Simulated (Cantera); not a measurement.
Feed: 1 mol SiC, 1.2 mol CO2, 2.8 mol H2, equilibrated at 0.730 Pa.

Cantera equilibrium calculation (NASA polynomials, part measured and part estimated; ideal gas, pure solids and liquids). Candidate condensed phases: C, C6H6, C7H8, C8H18, H2O, Si, SiC, SiO2; 123 gas species. The numbers say what is thermodynamically allowed, not how fast it happens.

Q: At 1573 K, list the 5 most abundant gas species with their mole fractions, and the condensed phases.

A: H2 0.530, CO 0.344, SiO 0.114, H 0.0110, Si 0.000810. Condensed: SiC(s).
